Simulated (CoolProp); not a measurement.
Vapour pressure (bar) of octamethyltrisiloxane (MDM): the reference equation beside estimates from Tc = 565.4 K, pc = 14.38 bar, ω = 0.528. Clausius-Clapeyron is anchored at 466.2 K with a constant enthalpy of vaporisation of 31.32 kJ/mol.

Computed with CoolProp (reference Helmholtz-energy equation of state, Thol 2017).

```tsv
T (K)	reference	Lee-Kesler	Clausius-Clapeyron	van der Waals	Redlich-Kwong	Soave-Redlich-Kwong	Peng-Robinson
446.5	1.695	1.679	1.833	5.191	3.224	1.690	1.680
456.3	2.116	2.096	2.197	5.740	3.763	2.116	2.098
466.2	2.618	2.595	2.618	6.330	4.368	2.624	2.599
476	3.200	3.172	3.092	6.951	5.030	3.215	3.181
485.9	3.881	3.850	3.634	7.615	5.764	3.910	3.866
495.7	4.659	4.626	4.235	8.311	6.558	4.705	4.652
505.5	5.550	5.516	4.908	9.043	7.423	5.616	5.555
515.4	6.576	6.546	5.663	9.823	8.370	6.666	6.599
525.2	7.731	7.709	6.491	10.63	9.383	7.845	7.774
535.1	9.055	9.045	7.412	11.49	10.49	9.189	9.120
544.9	10.54	10.55	8.413	12.38	11.66	10.68	10.62
554.7	12.24	12.26	9.506	13.32	12.91	12.35	12.31
```

Absolute difference from the reference over all 12 rows, mean and median: Lee-Kesler 0.6 and 0.7 %, Clausius-Clapeyron 11.1 and 10.3 %, van der Waals 84.5 and 70.7 %, Redlich-Kwong 41.3 and 37.3 %, Soave-Redlich-Kwong 0.9 and 0.9 %, Peng-Robinson 0.6 and 0.6 %.
